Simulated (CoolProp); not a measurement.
CF4 (R14) along the isobar 10.1 MPa: fugacity coefficient from the reference equation and from simpler models built on Tc = 227.4 K, pc = 3.762 MPa, ω = 0.178; each cubic takes its own stable root.

The numbers come from the reference Helmholtz-energy equation of state, Platzer 1990 in CoolProp. This equation is an older, rougher fit; its heat capacities, sound speeds and derivatives of the liquid may be far off and weren't checked against measurements.

| T (K) | phase | reference |
|---|---|---|
| 161.2 | liquid | 0.03891 |
| 191.4 | liquid | 0.1333 |
| 221.6 | liquid | 0.2921 |
| 251.8 | supercritical | 0.4788 |
| 282 | supercritical | 0.6369 |
| 312.2 | supercritical | 0.7475 |
| 342.4 | supercritical | 0.8260 |
| 372.6 | supercritical | 0.8838 |

Problem. How far does each simpler model (van der Waals, Redlich-Kwong, Soave-Redlich-Kwong) lie from the reference over these 8 states: mean and median of the absolute difference, and the worst?

Solution. 
- van der Waals: mean 42.6 %, median 8.1 %, worst +216.4 % at 161.2 K and 10.1 MPa
- Redlich-Kwong: mean 8.6 %, median 4.3 %, worst +31.1 % at 161.2 K and 10.1 MPa
- Soave-Redlich-Kwong: mean 2.9 %, median 2.9 %, worst +3.6 % at 221.6 K and 10.1 MPa
